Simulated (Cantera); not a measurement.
## Premixed flame

A freely propagating, adiabatic, planar premixed flame of H2 : O2 : N2 = 1 : 0.455 : 1.71 (molar parts), equivalence ratio 1.1, unburnt at 675 K and 270 Torr; mixture-averaged transport, grid criteria slope 0.08 and curve 0.16, no radiation.

Computed with Cantera and the H2/O2 subset of GRI-Mech 3.0, which has no nitrogen chemistry. Burning velocities carry a grid error of a few per cent, more on coarse grids.

```
z (mm)  T (K)  u (m/s)    x H2    x O2   x H2O2       x O      x OH       x H
------  -----  -------  ------  ------  -------  --------  --------  --------
-5.65     675     8.92   0.316   0.144    <1e-8     <1e-8     <1e-8     <1e-8
-3.77     675     8.92   0.316   0.144    <1e-8     <1e-8     <1e-8     <1e-8
-2.83     675     8.92   0.316   0.144    <1e-8     <1e-8     <1e-8     <1e-8
-1.88     675     8.92   0.316   0.144    <1e-8     <1e-8     <1e-8   1.92e-7
-0.942    681     8.99   0.315   0.144  4.86e-7   7.54e-6   2.21e-5  0.000265
-0.471    789     10.3   0.294   0.140  1.55e-6  0.000308  0.000397   0.00757
0        1186     15.0   0.165  0.0946  1.79e-6   0.00751   0.00390    0.0613
0.471    1486     18.5  0.0669  0.0352  1.54e-6    0.0149    0.0102    0.0904
0.942    1619     20.0  0.0598  0.0267  1.01e-6    0.0151    0.0131    0.0824
1.88     1769     21.7  0.0616  0.0233  5.56e-7    0.0137    0.0159    0.0680
3.77     1933     23.4  0.0623  0.0199  2.92e-7    0.0116    0.0183    0.0529
7.54     2099     25.1  0.0608  0.0163  1.66e-7   0.00897    0.0196    0.0390
15.1     2258     26.6  0.0573  0.0126  1.11e-7   0.00631    0.0194    0.0270
```
x: mole fraction of selected species; z is measured from the peak of heat release.

The laminar burning velocity is 892 cm/s and the thermal thickness is 1.88 mm. The peak x(H2O2) is 1.98e-6, the peak x(O) is 0.0152 and the peak x(OH) is 0.0197. The peak x(H) comes out as 0.0905.
